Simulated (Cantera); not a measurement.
A closed system holds: 1 mol PbO, 11 mol H2, equilibrated at 977 °C.

Equilibrium computed with Cantera from the NASA thermochemical tables; the gas is ideal and each condensed phase is pure. Candidate condensed phases: H2O, Pb, PbO, PbO2, Pb3O4; 12 gas species. The numbers say what is thermodynamically allowed, not how fast it happens.

log p: log10 of the partial pressure in bar; n: condensed amount in mol.

```csv
P (Pa),log p H2,log p H2O,log p Pb,log p H,log p Pb2,log p PbO,n Pb(l)
10,-4.08,-5.08,-5.08,-8.36,-11.50,-10.36,0
68,?,?,?,?,?,?,0
460,-2.42,-3.42,-3.42,-7.52,-8.18,-8.69,0
3200,-1.55,-2.55,-2.87,-7.09,-7.09,-8.15,0.520
22000,-0.70,-1.70,-2.87,-6.67,-7.09,-8.15,0.933
150000,?,?,-2.87,?,-7.09,-8.15,0.990
1000000,0.96,-0.04,-2.87,-5.84,-7.09,-8.15,0.999
```

**Question.** Complete the blanks.

**Answer.** 
- 68, log p H2: -3.25
- 68, log p H2O: -4.25
- 68, log p Pb: -4.25
- 68, log p H: -7.94
- 68, log p Pb2: -9.84
- 68, log p PbO: -9.52
- 150000, log p H2: 0.13
- 150000, log p H2O: -0.87
- 150000, log p H: -6.25
